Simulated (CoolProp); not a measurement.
Properties of R1132(E) along the isotherm 126.85 °C.

Computed with CoolProp (reference Helmholtz-energy equation of state, Akasaka 2024).

```tsv
p (MPa)	phase	expansivity (1/kK)	fugacity coefficient
0.0206	gas	2.508	0.9991
0.039	gas	2.515	0.9984
0.0739	gas	2.528	0.9969
0.14	gas	2.553	0.9942
0.265	gas	2.602	0.9890
0.503	gas	2.699	0.9792
0.954	gas	___	___
1.81	gas	___	0.9261
3.43	gas	___	___
6.5	supercritical	___	___
```

### Question
What belongs in the gaps?

### Answer

- 0.954, expansivity (1/kK): 2.895
- 0.954, fugacity coefficient: 0.9607
- 1.81, expansivity (1/kK): 3.326
- 3.43, expansivity (1/kK): 4.426
- 3.43, fugacity coefficient: 0.8623
- 6.5, expansivity (1/kK): 8.516
- 6.5, fugacity coefficient: 0.7471
